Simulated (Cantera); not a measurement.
Input: 1 mol Si3N4, 1.2 mol N2O, a varied amount of N2, 0.34 mol H2O, held at 1727 °C and 1 atm.

Cantera equilibrium calculation (NASA polynomials, part measured and part estimated; ideal gas, pure solids and liquids). Candidate condensed phases: H2O, Si, SiO2, Si2N2O, Si3N4; 35 gas species. Mutual solubility and eutectic melting of coexisting phases are not modelled. Kinetics and transport are ignored.

x: gas mole fraction; n: condensed amount in mol.

```
n(N2) (mol)   x N2      x H2    x SiO      x H  n Si2N2O(s)  n Si3N4(s)
-----------  -----  --------  -------  -------  -----------  ----------
100          0.994   0.00327  0.00299  9.24e-5         1.23      0.0748
130          0.994   0.00252  0.00299  8.12e-5         1.14       0.105
160          0.995   0.00205  0.00299  7.32e-5         1.05       0.134
200          0.995   0.00164  0.00299  6.55e-5        0.933       0.174
250          0.996         …  0.00299        …            …           …
310          0.996   0.00106  0.00299  5.26e-5        0.603       0.283
390          0.996  0.000840  0.00299  4.68e-5        0.364       0.363
480          0.996         …  0.00299        …            …       0.452
600          0.997  0.000544  0.00255  3.77e-5            0       0.483
```

Some entries are withheld; supply them.


- 480, x H2: 0.000681
- 480, x H: 4.22e-5
- 480, n Si2N2O(s): 0.0935
- 250, x H2: 0.00131
- 250, x H: 5.86e-5
- 250, n Si2N2O(s): 0.783
- 250, n Si3N4(s): 0.224
